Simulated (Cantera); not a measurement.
Adiabatic ignition

An adiabatic, constant-volume homogeneous reactor starts with 12.4 % CH4, 17.7 % O2, 66.5 % N2, 3.47 % CO2, at 1798 K and 9.87 atm.

Cantera simulation using GRI-Mech 3.0 (53 species, 325 reactions); the numbers are that mechanism's predictions, not measurements. Above 3000 K some thermodynamic fits are extrapolated.

```tsv
t (s)	T (K)	P (bar)	x CH4	x O2	x HCN	x CO	x C2H6	x OH	x C2H
8.00e-6	1807	10.1	0.119	0.175	2.14e-11	0.000419	0.000569	1.39e-5	3.03e-11
1.78e-5	3093	19.0	9.97e-12	0.00678	9.38e-7	0.101	<1e-12	0.0212	<1e-12
3.98e-5	3183	19.4	8.53e-12	0.00404	1.47e-7	0.0996	<1e-12	0.0175	<1e-12
8.87e-5	3175	19.4	9.01e-12	0.00376	1.95e-7	0.1000	<1e-12	0.0169	<1e-12
0.000198	3175	19.4	9.03e-12	0.00375	1.98e-7	0.1000	<1e-12	0.0169	<1e-12
0.000441	3175	19.4	9.03e-12	0.00375	1.98e-7	0.1000	<1e-12	0.0169	<1e-12
0.000983	3175	19.4	9.03e-12	0.00375	1.98e-7	0.1000	<1e-12	0.0169	<1e-12
0.00219	3175	19.4	9.03e-12	0.00375	1.98e-7	0.1000	<1e-12	0.0169	<1e-12
0.00488	3175	19.4	9.03e-12	0.00375	1.98e-7	0.1000	<1e-12	0.0169	<1e-12
0.0109	3175	19.4	9.03e-12	0.00375	1.98e-7	0.1000	<1e-12	0.0169	<1e-12
0.0243	3175	19.4	9.03e-12	0.00375	1.98e-7	0.1000	<1e-12	0.0169	<1e-12
0.0541	3175	19.4	9.03e-12	0.00375	1.98e-7	0.1000	<1e-12	0.0169	<1e-12
0.121	3175	19.4	9.03e-12	0.00375	1.98e-7	0.1000	<1e-12	0.0169	<1e-12
0.269	3175	19.4	9.03e-12	0.00375	1.98e-7	0.1000	<1e-12	0.0169	<1e-12
0.600	3175	19.4	9.03e-12	0.00375	1.98e-7	0.1000	<1e-12	0.0169	<1e-12
```
x: mole fraction; the columns are a selection and need not sum to one.

- time of steepest temperature rise = 17.2 µs
- temperature at 0.600 s = 3175 K
- equilibrium temperature = 3175 K
- x(CH4) at 0.600 s = 9.03e-12 (gas-phase equilibrium 1.07e-11)
- x(O2) at 0.600 s = 0.00375 (gas-phase equilibrium 0.00375)
- x(HCN) at 0.600 s = 1.98e-7 (gas-phase equilibrium 1.98e-7)
